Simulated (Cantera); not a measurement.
SiCl₄ + NH₃ (silicon nitride deposition)

Feed: 1 mol SiCl₄, 2.6 mol NH₃, at 9.10 Pa.

Equilibrium computed with Cantera from the NASA thermochemical tables; the gas is ideal and each condensed phase is pure. Candidate condensed phases: NH₄Cl, Si, Si₃N₄; 28 gas species. The tables' values for SiCl₃, SiCl are old estimates; treat these amounts as uncertain. Kinetics and transport are ignored.

From 1473 K to 1698 K nothing is condensed. The main Si-bearing gas is SiCl₂ throughout.

```
T (K)   x H₂  x HCl   x N₂  x SiCl₂
-----  -----  -----  -----  -------
1473   0.404  0.276  0.181    0.137
1498   0.403  0.276  0.181    0.137
1523   0.403  0.276  0.180    0.137
1548   0.402  0.276  0.180    0.137
1573   0.402  0.275  0.180    0.137
1598   0.401  0.275  0.180    0.137
1623   0.400  0.275  0.180    0.137
1648   0.399  0.274  0.180    0.136
1673   0.397  0.274  0.179    0.136
1698   0.395  0.274  0.179    0.135
```
x: gas mole fraction; nothing condenses.
